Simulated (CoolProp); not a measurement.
Vapour-liquid equilibrium of hydrogen sulfide (1) + n-hexane (2) at 305 K; x and y are mole fractions of (1).

Model: multi-fluid Helmholtz-energy mixture model, Lemmon 2006 and Thol 2019; pair parameters Kunz 2012, in CoolProp.

| x | bubble pressure (kPa) | y at the bubble point | dew pressure at overall composition x (kPa) | liquid density (mol/L) |
|---|---|---|---|---|
| 0.05 | 182.8 | 0.852 | 28.37 | 7.512 |
| 0.15 | 508.4 | 0.947 | ? | 7.683 |
| 0.25 | ? | 0.966 | 36.04 | 8.081 |
| 0.35 | 1035 | 0.975 | 41.64 | 8.697 |
| 0.45 | 1233 | ? | 49.24 | 9.556 |
| 0.55 | 1413 | 0.983 | 60.20 | 10.70 |
| 0.65 | 1593 | 0.986 | 77.39 | 12.22 |
| 0.75 | 1786 | 0.989 | 108.3 | ? |
| 0.85 | 1999 | 0.993 | 180.4 | ? |
| 0.95 | ? | 0.997 | ? | 20.20 |

What belongs in the gaps?


- 0.15, dew pressure at overall composition x (kPa): 31.76
- 0.25, bubble pressure (kPa): 797.7
- 0.45, y at the bubble point: 0.979
- 0.75, liquid density (mol/L): 14.21
- 0.85, liquid density (mol/L): 16.81
- 0.95, bubble pressure (kPa): 2239
- 0.95, dew pressure at overall composition x (kPa): 540.5

No azeotrope shows between x = 0.05 and 0.95.

The pair parameters rest on a limited set of measurements; away from them the model extrapolates. The gap from Raoult's law changes sign with composition, which may be real or a fault of the pair parameters; it wasn't checked against measurements.
